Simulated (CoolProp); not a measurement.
Water at several states: density (kg/m³) from the reference equation and from simpler models built on Tc = 647.1 K, pc = 22.06 MPa, ω = 0.344; each cubic takes its own stable root.

The numbers come from the reference Helmholtz-energy equation of state, Wagner 2002 in CoolProp.

```
T (K)  p (MPa)          phase  reference  ideal gas  van der Waals  Redlich-Kwong  Soave-Redlich-Kwong  Peng-Robinson
-----  -------  -------------  ---------  ---------  -------------  -------------  -------------------  -------------
926.6     44.5  supercritical      124.3      104.1          137.9          130.3                116.8          121.6
848.7    0.215            gas     0.5495     0.5489         0.5497         0.5497               0.5495         0.5497
379.5    0.045            gas     0.2585     0.2569         0.2575         0.2577               0.2578         0.2579
798.1       38  supercritical      146.3      103.2          165.8          154.2                136.9          143.6
658.3    0.354            gas      1.171      1.165          1.171          1.171                1.171          1.172
663.9     4.84            gas      17.00      15.80          16.89          17.03                17.01          17.16
```
